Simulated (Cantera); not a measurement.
## Stirred combustor or abatement burner

A perfectly stirred reactor is fed with CO : H₂ : CH₄ : O₂ : N₂ = 1 : 1.4 : 0.39 : 3.88 : 14.6 (molar parts), equivalence ratio 0.51, at 5.30 bar; it is adiabatic with a 725 K inlet, and is followed from long to short residence time, starting on the burning branch (τ in s: 0.032, 0.018, 0.01, 0.0056, 0.0031, 0.0018, 0.00098, 0.00055, 0.00031, 0.00017, 9.6e-05, 5.4e-05).

Computed with Cantera and GRI-Mech 3.0 (53 species, 325 reactions).

| τ (s) | T (K) | x CO | x H₂ | x CH₄ | x CH₃ | x NO₂ |
|---|---|---|---|---|---|---|
| 0.032 | 1981 | 0.000270 | 6.53e-5 | 1.81e-6 | 5.11e-7 | 3.40e-7 |
| 0.018 | 1980 | 0.000372 | 8.28e-5 | 2.89e-6 | 8.16e-7 | 2.57e-7 |
| 0.010 | 1977 | 0.000532 | 0.000111 | 4.51e-6 | 1.27e-6 | 2.10e-7 |
| 0.0056 | 1974 | 0.000772 | 0.000154 | 6.80e-6 | 1.89e-6 | 1.86e-7 |
| 0.0031 | 1969 | 0.00114 | 0.000220 | 1.01e-5 | 2.74e-6 | 1.70e-7 |
| 0.0018 | 1962 | 0.00162 | 0.000307 | 1.44e-5 | 3.80e-6 | 1.56e-7 |
| 0.00098 | 1952 | 0.00242 | 0.000450 | 2.13e-5 | 5.37e-6 | 1.37e-7 |
| 0.00055 | 1939 | 0.00351 | 0.000645 | 3.10e-5 | 7.38e-6 | 1.15e-7 |
| 0.00031 | 1920 | 0.00508 | 0.000917 | 4.54e-5 | 1.01e-5 | 9.23e-8 |
| 0.00017 | 1893 | 0.00744 | 0.00132 | 6.88e-5 | 1.40e-5 | 7.10e-8 |
| 9.6e-5 | 1857 | 0.0107 | 0.00185 | 0.000106 | 1.94e-5 | 5.49e-8 |
| 5.4e-5 | 1807 | 0.0153 | 0.00261 | 0.000171 | 2.77e-5 | 4.22e-8 |
x: mole fraction; the columns are a selection and need not sum to one.
